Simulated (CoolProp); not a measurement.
The fluid at 298.15 K and 10.1 MPa is throttled through a valve to 6.13 MPa with no heat exchange. The same conditions are run with several fluids, on thermodynamics alone (safety and materials aside).

Values from CoolProp's reference Helmholtz-energy equation of state of each fluid (dodecamethylpentasiloxane (MD3M): Thol 2019; R404A: Lemmon 2003; carbon dioxide: Span 1996; R365MFC: Lemmon 2016; nitrous oxide: Lemmon 2006). Blends and air are pseudo-pure fits.

**Question.** Rank dodecamethylpentasiloxane (MD3M), R404A, carbon dioxide, R365MFC, nitrous oxide by temperature change (K), highest first.

**Answer.** dodecamethylpentasiloxane (MD3M) (+1.8), R365MFC (+1.2), R404A (+0.0), nitrous oxide (-3.2), carbon dioxide (-4.4)

| fluid | final density (kg/m³) |
|---|---|
| dodecamethylpentasiloxane (MD3M) | 876 |
| R404A | 1090 |
| carbon dioxide | 778 |
| R365MFC | 1270 |
| nitrous oxide | 790 |
